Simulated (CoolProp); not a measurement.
Model: reference Helmholtz-energy equation of state, Gao 2020, in CoolProp.

Task: Give the vapour pressure (bar), liquid density (kg/m³), vapour Z, vapour viscosity (µPa s) of saturated ammonia at 224.5 K.

Result: 
| T (K) | p (bar) | liquid density (kg/m³) | vapour Z | vapour viscosity (µPa s) |
|---|---|---|---|---|
| 224.5 | 0.441 | 700 | 0.984 | 7.61 |

Viscosity comes from a separate model (Fenghour 1995).
